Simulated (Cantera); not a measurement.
An adiabatic, constant-volume homogeneous reactor starts with H₂ : O₂ : N₂ = 1 : 0.455 : 2.6 (molar parts), at 1325 K and 460000 Pa.

Computed with Cantera and GRI-Mech 3.0 (53 species, 325 reactions). The hydrogen kinetics of GRI-Mech 3.0 are dated; newer H2 mechanisms differ, most at raised pressure.

Task: Predict: time of steepest temperature rise; temperature at 0.400 s; equilibrium temperature; x(H₂) at 0.400 s; x(O₂) at 0.400 s; x(OH) at 0.400 s; x(H) at 0.400 s; x(HO₂) at 0.400 s.

Result: 
```json
{
 "time_of_steepest_temperature_rise": "7.86 µs",
 "temperature at 0.400 s": "2935 K",
 "equilibrium_temperature": "2935 K",
 "x(H₂) at 0.400 s": "0.0422 (gas-phase equilibrium 0.0422)",
 "x(O₂) at 0.400 s": "0.00377 (gas-phase equilibrium 0.00377)",
 "x(OH) at 0.400 s": "0.0143 (gas-phase equilibrium 0.0143)",
 "x(H) at 0.400 s": "0.00878 (gas-phase equilibrium 0.00878)",
 "x(HO₂) at 0.400 s": "4.74e-6 (gas-phase equilibrium 4.74e-6)"
}
```
